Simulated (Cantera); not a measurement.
Mixture: CH4 : H2 : O2 : N2 = 1 : 0.077 : 2.65 : 16.1 (molar parts), equivalence ratio 0.77, at 2.10 bar, adiabatic and at constant pressure. Ignition delay is the time to a rise of 400 K.

Model: GRI-Mech 3.0 (53 species, 325 reactions), integrated in Cantera. Below about 1000 K GRI-Mech 3.0 lacks low-temperature oxidation paths. Below about 950 K walls govern HO2 and H2O2 in real vessels.

Q: What does this change do: H2 0.077 to 0.19 parts?

A: 
```json
[
 {"quantity": "delay at 900 K", "before": "0.749 s", "after": "0.544 s"},
 {"quantity": "delay at 1000 K", "before": "0.126 s", "after": "50.5 ms"},
 {"quantity": "delay at 1100 K", "before": "42.9 ms", "after": "16.2 ms"},
 {"quantity": "delay at 1200 K", "before": "14.5 ms", "after": "6.32 ms"},
 {"quantity": "delay at 1300 K", "before": "4.83 ms", "after": "2.45 ms"},
 {"quantity": "delay at 1400 K", "before": "1.68 ms", "after": "0.975 ms"},
 {"quantity": "apparent activation energy between 1200 and 1400 K", "before": "150 kJ/mol", "after": "130 kJ/mol"}
]
```

Q: What does this change do: N2 16.1 to 23 parts?

A: 
```tsv
quantity	before	after
delay at 900 K	0.749 s	0.945 s
delay at 1000 K	0.126 s	0.176 s
delay at 1100 K	42.9 ms	61.6 ms
delay at 1200 K	14.5 ms	21.0 ms
delay at 1300 K	4.83 ms	6.98 ms
delay at 1400 K	1.68 ms	2.39 ms
apparent activation energy between 1200 and 1400 K	150 kJ/mol	150 kJ/mol
```

Q: What does this change do: N2 16.1 to 8.2 parts?

A: 
```json
[
 {"quantity": "delay at 900 K", "before": "0.749 s", "after": "0.515 s"},
 {"quantity": "delay at 1000 K", "before": "0.126 s", "after": "72.3 ms"},
 {"quantity": "delay at 1100 K", "before": "42.9 ms", "after": "23.1 ms"},
 {"quantity": "delay at 1200 K", "before": "14.5 ms", "after": "7.70 ms"},
 {"quantity": "delay at 1300 K", "before": "4.83 ms", "after": "2.57 ms"},
 {"quantity": "delay at 1400 K", "before": "1.68 ms", "after": "0.913 ms"},
 {"quantity": "apparent activation energy between 1200 and 1400 K", "before": "150 kJ/mol", "after": "150 kJ/mol"}
]
```
